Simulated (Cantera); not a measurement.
A closed system holds: 1 mol MgF2, 1.4 mol HF, 12 mol N2, held at 13300 Pa.

These are equilibrium values from Cantera (NASA tables, ideal gas, pure condensed phases), not measurements of a reactor. Candidate condensed phases: Mg, MgF2; 28 gas species. The numbers say what is thermodynamically allowed, not how fast it happens.

Q: At 1877 °C, list the 4 most abundant gas species with their mole fractions, and the condensed phases.

A: N2 0.833, HF 0.0971, MgF2 0.0693, F 0.000224. Condensed: gas only.
